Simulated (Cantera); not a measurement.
# Reactions in the system H-N-Ni-S

Source: NASA polynomial tables (part measured, part estimated), evaluated in Cantera. Values are per mole of reaction as written; species without (g) are pure solids or liquids, kept so even where they would boil at 1 bar.

3 NiS2 + 4 NH3(g) → 2 N2(g) + 6 H2S(g) + 3 Ni

```json
[
 {"T (K)": "300", "ΔH° (kJ)": "454.9", "ΔS° (J/K)": "720.4", "ΔG° (kJ)": "238.7", "log10 K": "-41.57", "condensed phases": "NiS2(s), Ni(s)"},
 {"T (K)": "1348", "ΔH° (kJ)": "221.7", "ΔS° (J/K)": "524.3", "ΔG° (kJ)": "-485.0", "log10 K": "18.79", "condensed phases": "NiS2(l), Ni(s)"},
 {"T (K)": "1448", "ΔH° (kJ)": "216.5", "ΔS° (J/K)": "520.6", "ΔG° (kJ)": "-537.2", "log10 K": "19.38", "condensed phases": "NiS2(l), Ni(s)"},
 {"T (K)": "1548", "ΔH° (kJ)": "211.6", "ΔS° (J/K)": "517.3", "ΔG° (kJ)": "-589.1", "log10 K": "19.88", "condensed phases": "NiS2(l), Ni(s)"},
 {"T (K)": "1648", "ΔH° (kJ)": "206.9", "ΔS° (J/K)": "514.3", "ΔG° (kJ)": "-640.7", "log10 K": "20.31", "condensed phases": "NiS2(l), Ni(s)"},
 {"T (K)": "1748", "ΔH° (kJ)": "253.9", "ΔS° (J/K)": "541.5", "ΔG° (kJ)": "-692.6", "log10 K": "20.70", "condensed phases": "NiS2(l), Ni(l)"},
 {"T (K)": "1848", "ΔH° (kJ)": "249.6", "ΔS° (J/K)": "539.1", "ΔG° (kJ)": "-746.6", "log10 K": "21.10", "condensed phases": "NiS2(l), Ni(l)"},
 {"T (K)": "1948", "ΔH° (kJ)": "245.3", "ΔS° (J/K)": "536.8", "ΔG° (kJ)": "-800.4", "log10 K": "21.46", "condensed phases": "NiS2(l), Ni(l)"},
 {"T (K)": "2048", "ΔH° (kJ)": "240.8", "ΔS° (J/K)": "534.6", "ΔG° (kJ)": "-854.0", "log10 K": "21.78", "condensed phases": "NiS2(l), Ni(l)"},
 {"T (K)": "2148", "ΔH° (kJ)": "236.3", "ΔS° (J/K)": "532.4", "ΔG° (kJ)": "-907.4", "log10 K": "22.06", "condensed phases": "NiS2(l), Ni(l)"},
 {"T (K)": "2248", "ΔH° (kJ)": "231.7", "ΔS° (J/K)": "530.4", "ΔG° (kJ)": "-960.5", "log10 K": "22.32", "condensed phases": "NiS2(l), Ni(l)"}
]
```
